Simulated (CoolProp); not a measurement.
Properties of R1224YDZ along the isobar 8.33 bar.

Values from CoolProp's reference Helmholtz-energy equation of state, Akasaka 2023.

| T (K) | phase | Joule-Thomson coefficient (K/MPa) | isothermal compressibility (1/MPa) |
|---|---|---|---|
| 235.2 | liquid | … | 0.001240 |
| 246.2 | liquid | -0.3771 | … |
| 257.2 | liquid | -0.3579 | … |
| 268.1 | liquid | -0.3360 | 0.001802 |
| 279.1 | liquid | -0.3104 | 0.002067 |
| 290.1 | liquid | -0.2806 | 0.002388 |
| 301.1 | liquid | -0.2455 | 0.002786 |
| 312 | liquid | -0.2040 | 0.003284 |
| 323 | liquid | -0.1529 | 0.003933 |
| 334 | liquid | … | 0.004796 |
| 344.9 | liquid | -0.008520 | 0.005977 |
| 355.9 | liquid | 0.1002 | 0.007704 |
| 366.9 | gas | … | … |

**Question.** Some entries are withheld; supply them.

**Answer.** 
- 235.2, Joule-Thomson coefficient (K/MPa): -0.3937
- 246.2, isothermal compressibility (1/MPa): 0.001398
- 257.2, isothermal compressibility (1/MPa): 0.001584
- 334, Joule-Thomson coefficient (K/MPa): -0.08932
- 366.9, Joule-Thomson coefficient (K/MPa): 19.80
- 366.9, isothermal compressibility (1/MPa): 1.517
